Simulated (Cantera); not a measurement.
An isothermal, constant-pressure homogeneous reactor starts with CH4 : H2O : H2 = 1 : 1.1 : 0.17 (molar parts), at 1375 K and 100.0 Torr.

Computed with Cantera and GRI-Mech 3.0 (53 species, 325 reactions).

x: mole fraction; the columns are a selection and need not sum to one.

```json
[
 {"t (s)": "2.00e-5", "x CH4": "0.441", "x H2O": "0.485", "x H2": "0.0749", "x CH2O": "<1e-12", "x C2H2": "<1e-12"},
 {"t (s)": "7.96e-5", "x CH4": "0.441", "x H2O": "0.485", "x H2": "0.0749", "x CH2O": "<1e-12", "x C2H2": "<1e-12"},
 {"t (s)": "0.000317", "x CH4": "0.441", "x H2O": "0.485", "x H2": "0.0749", "x CH2O": "2.01e-12", "x C2H2": "<1e-12"},
 {"t (s)": "0.00126", "x CH4": "0.441", "x H2O": "0.485", "x H2": "0.0749", "x CH2O": "1.20e-10", "x C2H2": "4.46e-12"},
 {"t (s)": "0.00502", "x CH4": "0.440", "x H2O": "0.485", "x H2": "0.0749", "x CH2O": "___", "x C2H2": "1.36e-9"},
 {"t (s)": "0.0200", "x CH4": "0.440", "x H2O": "0.485", "x H2": "0.0750", "x CH2O": "___", "x C2H2": "1.54e-7"},
 {"t (s)": "0.0796", "x CH4": "0.440", "x H2O": "0.484", "x H2": "0.0755", "x CH2O": "___", "x C2H2": "1.00e-5"},
 {"t (s)": "0.317", "x CH4": "0.436", "x H2O": "0.484", "x H2": "0.0787", "x CH2O": "___", "x C2H2": "0.000426"},
 {"t (s)": "1.26", "x CH4": "0.419", "x H2O": "0.478", "x H2": "0.0945", "x CH2O": "___", "x C2H2": "0.00525"},
 {"t (s)": "5.02", "x CH4": "0.365", "x H2O": "0.459", "x H2": "0.149", "x CH2O": "___", "x C2H2": "0.0241"},
 {"t (s)": "20.0", "x CH4": "0.241", "x H2O": "0.412", "x H2": "0.275", "x CH2O": "___", "x C2H2": "0.0635"}
]
```

Q: Fill in the missing entries.

A: 
- 0.00502, x CH2O: 5.31e-9
- 0.0200, x CH2O: 6.82e-8
- 0.0796, x CH2O: 3.73e-7
- 0.317, x CH2O: 6.96e-7
- 1.26, x CH2O: 6.33e-7
- 5.02, x CH2O: 4.49e-7
- 20.0, x CH2O: 2.12e-7
